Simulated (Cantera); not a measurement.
Source: NASA polynomial tables (part measured, part estimated), evaluated in Cantera. Values are per mole of reaction as written; species without (g) are pure solids or liquids, kept so even where they would boil at 1 bar.

### Question
Between 823 and 1273 K, where is each reaction favourable under standard conditions?
- 4 F(g) + MgS ⇌ Mg + SF4(g)

### Answer
- 4 F(g) + MgS ⇌ Mg + SF4(g): ΔG° is -438 kJ at 823 K and -274 kJ at 1273 K; it stays negative (K > 1). ΔH° is -734 kJ and ΔS° -362 J/K at 1273 K.
